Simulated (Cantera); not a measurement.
Charge: 1 mol MgSO₄, 6.4 mol CO₂, 0.013 mol H₂O, equilibrated at 1873.15 K and 24.0 mbar.

Cantera equilibrium calculation (NASA polynomials, part measured and part estimated; ideal gas, pure solids and liquids). Candidate condensed phases: C, C₆H₆, C₇H₈, C₈H₁₈, H₂O, H₂SO₄, Mg, MgCO₃, MgO, Mg(OH)₂, MgS, MgSO₄, S; 130 gas species. Kinetics and transport are ignored.

Base state: CO₂ 0.797, SO₂ 0.126, O₂ 0.0669, CO 0.00847, H₂O 0.00150, O 0.000395, OH 0.000247, SO 0.000136 (mole fractions); condensed: MgO(s).

What changes in the equilibrium state with this change: temperature from 1873.15 K to 625 K?


```json
[
 {"species": "CO₂", "before": "0.797", "after": "0.998"},
 {"species": "H₂O", "before": "0.00150", "after": "0.00203"},
 {"species": "SO₂", "before": "0.126", "after": "<1e-9"},
 {"species": "O₂", "before": "0.0669", "after": "<1e-9"},
 {"species": "CO", "before": "0.00847", "after": "<1e-9"},
 {"species": "O", "before": "0.000395", "after": "<1e-9"},
 {"species": "OH", "before": "0.000247", "after": "<1e-9"},
 {"species": "SO", "before": "0.000136", "after": "<1e-9"},
 {"species": "MgO(s), mol", "before": "1.000", "after": "0"},
 {"species": "MgSO₄(s), mol", "before": "0", "after": "1.00"}
]
```

What changes in the equilibrium state with this change: temperature from 1873.15 K to 2200 K?


```json
[
 {"species": "CO₂", "before": "0.797", "after": "0.687"},
 {"species": "SO₂", "before": "0.126", "after": "0.119"},
 {"species": "O₂", "before": "0.0669", "after": "0.100"},
 {"species": "CO", "before": "0.00847", "after": "0.0843"},
 {"species": "Mg", "before": "2.35e-7", "after": "0.000196"},
 {"species": "MgO", "before": "5.98e-8", "after": "3.06e-5"},
 {"species": "H", "before": "8.23e-6", "after": "0.000170"},
 {"species": "MgO(s), mol", "before": "1.000", "after": "0.998"}
]
```
